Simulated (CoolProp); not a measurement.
Benzene along the isobar 0.432 MPa: fugacity coefficient from the reference equation and from simpler models built on Tc = 562.0 K, pc = 4.906 MPa, ω = 0.211; each cubic takes its own stable root.

Model: reference Helmholtz-energy equation of state, Thol 2012, in CoolProp.

```csv
T (K),phase,reference
459.6,gas,0.9419
472,gas,0.9468
484.3,gas,0.9511
496.6,gas,0.9550
509,gas,0.9585
521.3,gas,0.9617
533.6,gas,0.9645
546,gas,0.9671
558.3,gas,0.9694
570.7,gas,0.9716
583,gas,0.9735
595.3,gas,0.9753
607.7,gas,0.9770
620,gas,0.9785
```

**Question.** How far does each simpler model (van der Waals, Redlich-Kwong, Soave-Redlich-Kwong) lie from the reference over these 14 states: mean and median of the absolute difference, and the worst?

**Answer.** 
- van der Waals: mean 0.7 %, median 0.6 %, worst +1.7 % at 459.6 K and 0.432 MPa
- Redlich-Kwong: mean 0.2 %, median 0.1 %, worst +0.6 % at 459.6 K and 0.432 MPa
- Soave-Redlich-Kwong: mean 0.1 %, median 0.0 %, worst +0.3 % at 459.6 K and 0.432 MPa
